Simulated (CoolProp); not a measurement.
200 sccm (0 °C, 1 atm) of nitrogen bubbles through liquid n-perfluorohexane at 300.8 K and leaves saturated at a total pressure of 0.0929 MPa (ideal gas phase). Each further row changes one setting.

Model: reference Helmholtz-energy equation of state, Gao 2022, in CoolProp.

```json
[
 {"case": "as stated", "vapour pressure (kPa)": "33.0", "mole fraction of vapour": "0.355", "delivery (mg/min)": "1660", "delivery (sccm)": "110", "change of delivery for a bath 1 K warmer (%)": "6.9"},
 {"case": "bath temperature 305.8 K", "vapour pressure (kPa)": "40.7", "mole fraction of vapour": "0.438", "delivery (mg/min)": "2350", "delivery (sccm)": "156", "change of delivery for a bath 1 K warmer (%)": "7.7"},
 {"case": "total pressure 0.186 MPa", "vapour pressure (kPa)": "33.0", "mole fraction of vapour": "0.177", "delivery (mg/min)": "650", "delivery (sccm)": "43.1", "change of delivery for a bath 1 K warmer (%)": "5.3"}
]
```
